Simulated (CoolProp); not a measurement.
Properties of CH3F (R41) along the isotherm -50.95 °C (Tc = 44.1 °C, pc = 5.906 MPa, ω = 0.200).

The numbers come from the reference Helmholtz-energy equation of state, Lemmon 2006 in CoolProp. It is a short technical equation, of lower accuracy than the large ones.

| p (MPa) | phase | cv (kJ/(kg K)) | speed of sound (m/s) |
|---|---|---|---|
| 0.028 | gas | 0.7803 | 266.5 |
| 0.0638 | gas | 0.7988 | 265.0 |
| 0.145 | gas | 0.8432 | 261.6 |
| 0.33 | gas | 0.9593 | 253.1 |
| 0.752 | liquid | 1.229 | 929.2 |
| 1.71 | liquid | 1.228 | 937.5 |
| 3.89 | liquid | 1.227 | 955.8 |
| 8.86 | liquid | 1.226 | 994.7 |
